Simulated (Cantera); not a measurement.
A closed system holds: 1 mol SiC, 0.83 mol C, 0.059 mol H2, held at 43.0 mbar.

Method: chemical equilibrium by Gibbs-energy minimisation in Cantera with the NASA 1993 tables (ideal gas, pure condensed phases). Candidate condensed phases: C, C6H6, C7H8, C8H18, Si, SiC; 87 gas species. Gases not in the tables: Si2H6 and higher silanes. Equilibrium is a limit: real reactors are often held back by kinetics, nucleation or transport.

Task: What share of the Si ends up in condensed phases as a function of T (K), at 2100, 2200, 2300, 2400, 2500, 2600, 2700, 2800, 2900, 3000?

Result: 
```csv
T (K),Si condensed (%),as
2100,100.0,SiC(s)
2200,100.0,SiC(s)
2300,100.0,SiC(s)
2400,99.9,SiC(s)
2500,99.7,SiC(s)
2600,99.1,SiC(s)
2700,97.0,SiC(s)
2800,80.2,SiC(s)
2900,0.0,-
3000,0.0,-
```
